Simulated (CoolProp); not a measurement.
R245fa at 281.93 K and 2.5 MPa flows at 0.66 m/s in a round tube of 4.6 mm bore and 0.25 µm roughness, fully developed (64/Re and Nu = 3.66 if laminar; Colebrook and Gnielinski if turbulent). Each further row changes one setting.

Values from CoolProp's reference Helmholtz-energy equation of state, Akasaka 2015.

```json
[
 {"case": "as stated", "Reynolds number": "8510", "Darcy friction factor": "0.0323", "pressure drop (Pa/m)": "2120", "heat-transfer coefficient (W/(m² K))": "1390", "mass flow (kg/h)": "54.8"},
 {"case": "velocity 1.32 m/s", "Reynolds number": "17000", "Darcy friction factor": "0.0270", "pressure drop (Pa/m)": "7110", "heat-transfer coefficient (W/(m² K))": "2630", "mass flow (kg/h)": "110"},
 {"case": "diameter 9.2 mm", "Reynolds number": "17000", "Darcy friction factor": "0.0270", "pressure drop (Pa/m)": "887", "heat-transfer coefficient (W/(m² K))": "1320", "mass flow (kg/h)": "219"}
]
```

Viscosity comes from a separate model (Bell 2016), an estimate that may be off by 10 % or more. Thermal conductivity comes from a separate model (Huber 2003), an estimate that may be off by 10 % or more.
